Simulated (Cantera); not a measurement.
A jet of CH₄ : O₂ : N₂ = 0.013 : 0.14 : 0.79 (molar parts) at 300 K and 43.5 Torr hits a platinum plate 5.5 cm away at a mass flux of 0.14 kg/m²/s; the plate temperature is set and raised in steps from an oxygen-covered start.

Cantera simulation using Deutschmann's 1995 Pt surface mechanism with GRI-Mech 3.0 gas chemistry; the numbers are that mechanism's predictions, not measurements. Catalytic surfaces can have several steady states; this one follows from the mechanism file's or the stated starting coverage.

x: mole fraction at the wall; θ: surface coverage.

| plate T (K) | wall x CH₄ | wall x O₂ | wall x H₂O | wall x OH | wall x CO | wall x CO₂ | θ free Pt | θ O* |
|---|---|---|---|---|---|---|---|---|
| 950 | 0.00942 | 0.139 | 0.00812 | 6.18e-8 | 5.01e-6 | 0.00533 | 0.275 | 0.725 |
| 1000 | 0.00786 | 0.136 | 0.0110 | 1.78e-7 | 5.65e-6 | 0.00722 | 0.344 | 0.656 |
| 1050 | 0.00652 | 0.133 | 0.0135 | 4.48e-7 | 6.22e-6 | 0.00884 | 0.413 | 0.587 |
| 1100 | … | 0.131 | … | … | … | … | … | … |
| 1150 | … | 0.129 | 0.0169 | … | … | 0.0111 | … | … |
| 1200 | 0.00394 | 0.128 | 0.0181 | 3.96e-6 | 8.44e-6 | 0.0119 | 0.605 | 0.395 |
| 1250 | 0.00349 | 0.127 | 0.0188 | 7.03e-6 | 9.72e-6 | 0.0124 | 0.661 | 0.339 |

**Question.** Complete the blanks.

**Answer.** 
- 1100, wall x CH₄: 0.00543
- 1100, wall x H₂O: 0.0154
- 1100, wall x OH: 1.01e-6
- 1100, wall x CO: 6.83e-6
- 1100, wall x CO₂: 0.0101
- 1100, θ free Pt: 0.480
- 1100, θ O*: 0.519
- 1150, wall x CH₄: 0.00459
- 1150, wall x OH: 2.08e-6
- 1150, wall x CO: 7.55e-6
- 1150, θ free Pt: 0.544
- 1150, θ O*: 0.455
